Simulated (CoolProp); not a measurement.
A closed Brayton cycle with carbon dioxide: compressor inlet 317.15 K and 9.2 MPa, high pressure 23.4 MPa, turbine inlet 645 K, compressor efficiency 0.89, turbine efficiency 0.9, recuperator effectiveness 0.8 (on enthalpy, no pinch check). Each further row changes one setting.

The numbers come from the reference Helmholtz-energy equation of state, Span 1996 in CoolProp.

```
case                           thermal efficiency (%)  net work (kJ/kg)  compressor to turbine work  compressor exit (K)  turbine exit (K)
-----------------------------  ----------------------  ----------------  --------------------------  -------------------  ----------------
as stated                                        25.1              58.9                        0.36                371.9             546.8
turbine inlet 595 K                              23.0              49.4                        0.40                371.9             500.5
compressor inlet 327.15 K                        23.5              48.5                        0.47                399.4             546.8
high pressure 19.9 MPa                           23.4              51.6                        0.33                362.3             563.6
recuperator effectiveness 0.5                    19.7              58.9                        0.36                371.9             546.8
```
